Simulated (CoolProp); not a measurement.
A closed Brayton cycle with carbon dioxide: compressor inlet 318.15 K and 9.8 MPa, high pressure 29.3 MPa, turbine inlet 905 K, compressor efficiency 0.85, turbine efficiency 0.85, recuperator effectiveness 0.9 (on enthalpy, no pinch check). Each further row changes one setting.

Computed with CoolProp (reference Helmholtz-energy equation of state, Span 1996).

| case | thermal efficiency (%) | net work (kJ/kg) | compressor to turbine work | compressor exit (K) | turbine exit (K) |
|---|---|---|---|---|---|
| as stated | 35.6 | 110 | 0.26 | 374.2 | 773.5 |
| turbine inlet 855 K | 34.3 | 101 | 0.28 | 374.2 | 727.9 |
| compressor inlet 328.15 K | 34.2 | 96.6 | 0.36 | 409.9 | 773.5 |
| high pressure 24.9 MPa | 34.0 | 97.4 | 0.24 | 365.4 | 792.4 |
| recuperator effectiveness 0.5 | 22.1 | 110 | 0.26 | 374.2 | 773.5 |
